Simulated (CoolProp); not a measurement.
Saturated liquid density (kg/m³) of trans-2-butene: the reference equation beside estimates from Tc = 155.5 °C, pc = 4019 kPa, ω = 0.210. Rackett uses Z = 0.29056 − 0.08775 ω.

Model: reference Helmholtz-energy equation of state, Lemmon 2005, in CoolProp. It is a short technical equation, of lower accuracy than the large ones.

| T (°C) | reference | Rackett | Redlich-Kwong |
|---|---|---|---|
| -73.85 | 705.2 | 690.6 | 628.9 |
| -55.65 | ___ | ___ | 613.1 |
| -37.45 | 667.8 | 655.3 | 596.0 |
| -19.15 | ___ | ___ | 577.5 |
| -0.95 | 628.5 | 617.0 | 557.6 |
| 17.25 | 607.7 | 596.4 | ___ |
| 35.55 | 585.7 | 574.5 | ___ |
| 53.75 | 562.2 | 551.1 | ___ |
| 71.95 | 536.6 | 525.6 | 457.1 |

**Question.** What belongs in the gaps?

**Answer.** 
- -55.65, reference: 686.6
- -55.65, Rackett: 673.2
- -19.15, reference: 648.4
- -19.15, Rackett: 636.5
- 17.25, Redlich-Kwong: 535.9
- 35.55, Redlich-Kwong: 512.1
- 53.75, Redlich-Kwong: 486.0

Absolute difference from the reference over all 9 rows, mean and median: Rackett 1.9 and 1.9 %, Redlich-Kwong 11.9 and 11.3 %.
